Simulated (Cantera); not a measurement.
A freely propagating, adiabatic, planar premixed flame of 5.25 % CH4, 0.199 % C2H6, 1.94 % C3H8, 15.0 % O2, 56.1 % N2, 21.5 % H2O, unburnt at 348 K and 1.00 atm; mixture-averaged transport, grid criteria slope 0.08 and curve 0.16, no radiation.

Computed with Cantera and GRI-Mech 3.0 (53 species, 325 reactions). GRI-Mech 3.0 was tuned for natural gas; its chemistry of propane as a main component is partial and can be far from experiment. Burning velocities carry a grid error of a few per cent, more on coarse grids.

Problem. Predict: laminar burning velocity; thermal thickness; peak x(H); peak x(C2H2).

Solution. 
```
Item                         Result
------------------------  ---------
laminar burning velocity  6.58 cm/s
thermal thickness           2.22 mm
peak x(H)                  0.000329
peak x(C2H2)                0.00263
```
